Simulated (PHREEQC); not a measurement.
2.6 g of hydrous ferric oxide (600 m²/g; 0.2 weak and 0.005 strong sites per Fe, Dzombak-Morel constants, diffuse double layer) in 1 kg of water with 0.01 mol/kgw of an inert sodium salt and 2.7e-05 mol Ag2SO4 and 0.011 mol SrCl2, at 25 °C; the pH is set by adding NaOH or the inert anion's acid. O2 is buffered at 0.21 atm. The system is closed to CO2. Precipitation was switched off in this run.

The series has 17 steps of pH, from 4 to 10.

The numbers come from PHREEQC with the ion-association model, wateq4f.dat.

Q: Near which pH is half of the S sorbed, and on which side is more sorbed?

A: Near pH 7.0, with more sorbed at lower pH.

Q: At which pH does the surface charge pass through zero?

A: Near pH 10.0.

Along this series the solution becomes supersaturated in solids that the run did not let form, among them Cerargyrite.
